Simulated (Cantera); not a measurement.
A perfectly stirred reactor is fed with C3H8 : O2 : N2 = 1 : 5.81 : 21.9 (molar parts), equivalence ratio 0.86, at 9.87 atm; it is adiabatic with a 400 K inlet, and is followed from long to short residence time, starting on the burning branch (τ in s: 0.026, 0.014, 0.0075, 0.004, 0.0021, 0.0011, 0.0006, 0.00032, 0.00017, 9.1e-05, 4.8e-05, 2.6e-05, 1.4e-05).

Model: GRI-Mech 3.0 (53 species, 325 reactions), integrated in Cantera. GRI-Mech 3.0 was tuned for natural gas; its chemistry of propane as a main component is partial and can be far from experiment.

### Question
What does this change do: 0.3 parts CO2 added?

### Answer
```
quantity                                                                      before                               after
------------------------------------------------  ----------------------------------  ----------------------------------
blow-out, bracketed by the residence times tried  burning at 26.0 µs, out at 14.0 µs  burning at 26.0 µs, out at 14.0 µs
x(C3H8) at τ = 26.0 ms                                                       1.59e-7                             1.74e-7
x(O2) at τ = 26.0 ms                                                          0.0270                              0.0269
x(NO) at τ = 26.0 ms                                                         0.00108                            0.000855
x(C2H) at τ = 26.0 ms                                                        4.78e-9                             4.87e-9
x(C2H2) at τ = 26.0 ms                                                       1.28e-6                             1.46e-6
x(C3H8) at τ = 0.600 ms                                                      4.84e-6                             5.21e-6
x(O2) at τ = 0.600 ms                                                         0.0298                              0.0297
x(NO) at τ = 0.600 ms                                                       0.000162                            0.000136
x(C2H) at τ = 0.600 ms                                                       9.30e-8                             9.03e-8
x(C2H2) at τ = 0.600 ms                                                      1.63e-5                             1.72e-5
```

### Question
What does this change do: 0.61 parts CO2 added?

### Answer
```
quantity                                                                      before                               after
------------------------------------------------  ----------------------------------  ----------------------------------
blow-out, bracketed by the residence times tried  burning at 26.0 µs, out at 14.0 µs  burning at 26.0 µs, out at 14.0 µs
x(C3H8) at τ = 26.0 ms                                                       1.59e-7                             1.92e-7
x(O2) at τ = 26.0 ms                                                          0.0270                              0.0267
x(NO) at τ = 26.0 ms                                                         0.00108                            0.000670
x(C2H) at τ = 26.0 ms                                                        4.78e-9                             4.96e-9
x(C2H2) at τ = 26.0 ms                                                       1.28e-6                             1.66e-6
x(C3H8) at τ = 0.600 ms                                                      4.84e-6                             5.62e-6
x(O2) at τ = 0.600 ms                                                         0.0298                              0.0296
x(NO) at τ = 0.600 ms                                                       0.000162                            0.000114
x(C2H) at τ = 0.600 ms                                                       9.30e-8                             8.75e-8
x(C2H2) at τ = 0.600 ms                                                      1.63e-5                             1.81e-5
```
